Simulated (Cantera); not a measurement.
Cantera run:

```python
import numpy as np
import cantera as ct

gas_names = [...]  # 113 gases of nasa_gas.yaml made of C, H, O, Ti
cond_names = """
    C(gr) C6H6(L) C7H8(L) C8H18(L),n-octa H2O(s) H2O(L) Ti(a) Ti(b) Ti(L) TiC(s) TiC(L) TiO(a) TiO(b)
    TiO(L) TiO2(ru) TiO2(L) Ti2O3(a) Ti2O3(b) Ti2O3(L) Ti3O5(a) Ti3O5(b) Ti3O5(L) Ti4O7(s) Ti4O7(L)
""".split()


# ... load() reads the species with a 1 bar reference pressure and builds the phases ...
atoms = {
    'Ti(OiPr)4': {'Ti': 1, 'C': 12, 'H': 28, 'O': 4},
    'H2': {'H': 2},
}
top_T = {'C(gr)': 4500}  # K; cautious upper limits of use, not melting points


# ... equilibrate(T, P, feed) seeds the gas with the atoms and calls Mixture.equilibrate('TP', solver="vcs", rtol=1e-11, max_steps=5000) ...
results = []
feed = {'Ti(OiPr)4': 1, 'H2': 210}  # mol
P = 133.322  # Pa
for T in [1050, 1150, 1250, 1350, 1450, 1550, 1650, 1750, 1850, 1950, 2050, 2150]:
    mix = equilibrate(T, P, feed)
    results.append((T, P, feed, dict(zip(mix.species_names, mix.species_moles))))
    x = sorted(zip(gas.X, gas.species_names), reverse=True)
    print(f"T = {T:g} K  P = {P:g} Pa  gas = {mix.phase_moles(0):.4g} mol")
    print("   x: " + "  ".join(f"{s} {v:.3e}" for v, s in x if v > 1e-05))
    print("   condensed (mol): " + ("  ".join(f"{mix.phase(i).name} {mix.phase_moles(i):.4g}"
          for i in range(1, mix.n_phases) if mix.phase_moles(i) > 1e-12) or "none"))
```

Output:

```
T = 1050 K  P = 133.322 Pa  gas = 228 mol
   x: H2 9.824e-01  CO 1.754e-02  CH4 7.366e-05
   condensed (mol): C(gr) 6.984  TiC(s) 1
T = 1150 K  P = 133.322 Pa  gas = 228 mol
   x: H2 9.824e-01  CO 1.754e-02  CH4 3.012e-05
   condensed (mol): C(gr) 6.993  TiC(s) 1
T = 1250 K  P = 133.322 Pa  gas = 228 mol
   x: H2 9.824e-01  CO 1.754e-02  CH4 1.415e-05  H 1.312e-05
   condensed (mol): C(gr) 6.997  TiC(s) 1
T = 1350 K  P = 133.322 Pa  gas = 228 mol
   x: H2 9.824e-01  CO 1.754e-02  H 6.469e-05
   condensed (mol): C(gr) 6.998  TiC(s) 1
T = 1450 K  P = 133.322 Pa  gas = 228 mol
   x: H2 9.822e-01  CO 1.754e-02  H 2.567e-04
   condensed (mol): C(gr) 6.997  TiC(s) 1
T = 1550 K  P = 133.322 Pa  gas = 228.1 mol
   x: H2 9.816e-01  CO 1.754e-02  H 8.546e-04  C2H2,acetylene 1.575e-05
   condensed (mol): C(gr) 6.992  TiC(s) 1
T = 1650 K  P = 133.322 Pa  gas = 228.3 mol
   x: H2 9.800e-01  CO 1.752e-02  H 2.463e-03  C2H2,acetylene 4.470e-05
   condensed (mol): C(gr) 6.979  TiC(s) 1
T = 1750 K  P = 133.322 Pa  gas = 228.7 mol
   x: H2 9.761e-01  CO 1.749e-02  H 6.293e-03  C2H2,acetylene 1.122e-04
   condensed (mol): C(gr) 6.948  TiC(s) 1
T = 1850 K  P = 133.322 Pa  gas = 229.7 mol
   x: H2 9.678e-01  CO 1.742e-02  H 1.451e-02  C2H2,acetylene 2.531e-04
   condensed (mol): C(gr) 6.883  TiC(s) 1
T = 1950 K  P = 133.322 Pa  gas = 231.5 mol
   x: H2 9.516e-01  H 3.063e-02  CO 1.728e-02  C2H2,acetylene 5.201e-04
   condensed (mol): C(gr) 6.759  TiC(s) 1
T = 2050 K  P = 133.322 Pa  gas = 235 mol
   x: H2 9.223e-01  H 5.967e-02  CO 1.702e-02  C2H2,acetylene 9.792e-04
   condensed (mol): C(gr) 6.539  TiC(s) 0.9997
T = 2150 K  P = 133.322 Pa  gas = 241 mol
   x: H2 8.737e-01  H 1.080e-01  CO 1.660e-02  C2H2,acetylene 1.692e-03
   condensed (mol): C(gr) 6.181  TiC(s) 0.998
```

Method: chemical equilibrium by Gibbs-energy minimisation in Cantera with the NASA 1993 tables (ideal gas, pure condensed phases). The feed counts by its element totals alone. TiC: taken at fixed stoichiometry.
